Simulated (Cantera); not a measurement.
## Equilibrium for aluminium nitride and oxide growth: Al(CH3)3 + N2

Charge: 1 mol Al(CH3)3, a varied amount of N2, at 1950 °C and 0.100 bar.

Method: chemical equilibrium by Gibbs-energy minimisation in Cantera with the NASA 1993 tables (ideal gas, pure condensed phases). Candidate condensed phases: Al, AlN, C, C6H6, C7H8, C8H18; 97 gas species. The feed counts by its element totals alone. Rates play no part.

| n(N2) (mol) | x N2 | x H2 | x Al | x H | x HCN | x AlH | n AlN(s) | n C(graphite) |
|---|---|---|---|---|---|---|---|---|
| 2.5 | 0.300 | 0.612 | 0.0528 | 0.0158 | 0.0139 | 0.00235 | 0.606 | 2.87 |
| 3.6 | 0.392 | 0.528 | 0.0462 | 0.0147 | 0.0148 | 0.00191 | 0.603 | 2.84 |
| 5.1 | 0.483 | 0.443 | 0.0416 | 0.0135 | 0.0150 | 0.00158 | 0.577 | 2.82 |
| 7.3 | 0.575 | 0.357 | 0.0381 | 0.0121 | 0.0147 | 0.00130 | 0.523 | 2.78 |
| 10 | 0.648 | 0.288 | 0.0359 | 0.0109 | 0.0140 | 0.00110 | 0.448 | 2.75 |
| 15 | 0.731 | 0.211 | 0.0338 | 0.00930 | 0.0127 | 0.000885 | 0.301 | 2.70 |
| 21 | 0.786 | 0.159 | 0.0326 | 0.00808 | 0.0115 | 0.000741 | 0.118 | 2.65 |
| 30 | 0.837 | 0.117 | 0.0275 | 0.00692 | 0.0101 | 0.000536 | 0 | 2.58 |
| 43 | 0.879 | 0.0844 | 0.0202 | 0.00588 | 0.00884 | 0.000334 | 0 | 2.51 |
| 62 | 0.912 | 0.0597 | 0.0146 | 0.00495 | 0.00757 | 0.000203 | 0 | 2.42 |
x: gas mole fraction; n: condensed amount in mol.

From 2.5 mol N2 to 21 mol N2 the condensed part is AlN(s) + C(graphite). From 30 mol N2 to 62 mol N2 the condensed part is C(graphite). The main Al-bearing gas is Al throughout.
